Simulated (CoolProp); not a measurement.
The numbers come from the reference Helmholtz-energy equation of state, Akasaka 2022 in CoolProp.

**Question.** Give the vapour pressure (kPa), liquid density (kg/m³), vapour density (kg/m³), enthalpy of vaporisation (kJ/kg) of saturated R1233zd(E) at 272.4, 284.6, 302.9 K.

**Answer.** 
| T (K) | p (kPa) | liquid density (kg/m³) | vapour density (kg/m³) | enthalpy of vaporisation (kJ/kg) |
|---|---|---|---|---|
| 272.4 | 46.9 | 1320 | 2.77 | 203 |
| 284.6 | 78.2 | 1300 | 4.47 | 198 |
| 302.9 | 154 | 1250 | 8.45 | 189 |
